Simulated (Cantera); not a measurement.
Input: 1 mol Fe, 0.028 mol SO2, 8.4 mol H2, at 650 K and 1.00 bar.

Cantera equilibrium calculation (NASA polynomials, part measured and part estimated; ideal gas, pure solids and liquids). Candidate condensed phases: Fe, FeO, Fe(OH)2, Fe(OH)3, FeS, FeSO4, FeS2, Fe2O3, Fe2(SO4)3, Fe3O4, H2O, H2SO4, S; 22 gas species. FeS: taken at fixed stoichiometry. Equilibrium is a limit: real reactors are often held back by kinetics, nucleation or transport.

Base state: H2 0.993, H2O 0.00667, H2S 1.51e-5 (mole fractions); condensed: Fe(α) + FeS(s).

Problem. What changes in the equilibrium state with this change: SO2 from 0.028 to 0.046 mol?

Solution. 
| species | before | after |
|---|---|---|
| H2 | 0.993 | 0.989 |
| H2O | 0.00667 | 0.0110 |
| H2S | 1.51e-5 | 1.50e-5 |
| Fe(α), mol | 0.972 | 0.954 |
| FeS(s), mol | 0.0279 | 0.0459 |
